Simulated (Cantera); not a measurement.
A closed system holds: 1 mol Mg(OH)2, 0.051 mol H2, at 1775 °C and 5.20 mbar.

Method: chemical equilibrium by Gibbs-energy minimisation in Cantera with the NASA 1993 tables (ideal gas, pure condensed phases). Candidate condensed phases: H2O, Mg, MgO, Mg(OH)2; 15 gas species. The numbers say what is thermodynamically allowed, not how fast it happens.

Base state: H2O 0.908, H2 0.0637, OH 0.0122, H 0.00785, O2 0.00662, O 0.00108, Mg 0.000401, MgOH 6.15e-5 (mole fractions); condensed: MgO(s).

Q: What changes in the equilibrium state with this change: temperature from 1775 °C to 777 °C?

A: 
```csv
species,before,after
H2O,0.908,0.951
H2,0.0637,0.0485
H,0.00785,2.48e-8
OH,0.0122,1.55e-9
Mg,0.000401,<1e-9
O2,0.00662,<1e-9
O,0.00108,<1e-9
MgOH,6.15e-5,<1e-9
Mg(OH)2,5.20e-5,<1e-9
"MgO(s), mol",0.999,1.00
```

Q: What changes in the equilibrium state with this change: temperature from 1775 °C to 1950 °C?

A: 
```json
[
 {"species": "H2O", "before": "0.908", "after": "0.806"},
 {"species": "H2", "before": "0.0637", "after": "0.0958"},
 {"species": "OH", "before": "0.0122", "after": "0.0335"},
 {"species": "O2", "before": "0.00662", "after": "0.0236"},
 {"species": "H", "before": "0.00785", "after": "0.0275"},
 {"species": "Mg", "before": "0.000401", "after": "0.00606"},
 {"species": "MgO", "before": "1.00e-5", "after": "0.000204"},
 {"species": "MgOH", "before": "6.15e-5", "after": "0.000509"},
 {"species": "O", "before": "0.00108", "after": "0.00666"},
 {"species": "Mg(OH)2", "before": "5.20e-5", "after": "0.000157"},
 {"species": "MgO(s), mol", "before": "0.999", "after": "0.992"}
]
```

Q: What changes in the equilibrium state with this change: temperature from 1775 °C to 1127 °C?

A: 
```csv
species,before,after
H2O,0.908,0.951
H2,0.0637,0.0485
H,0.00785,1.49e-5
OH,0.0122,5.79e-6
Mg(OH)2,5.20e-5,3.70e-8
O,0.00108,1.61e-9
O2,0.00662,1.51e-8
Mg,0.000401,<1e-9
MgOH,6.15e-5,<1e-9
"MgO(s), mol",0.999,1.00
```
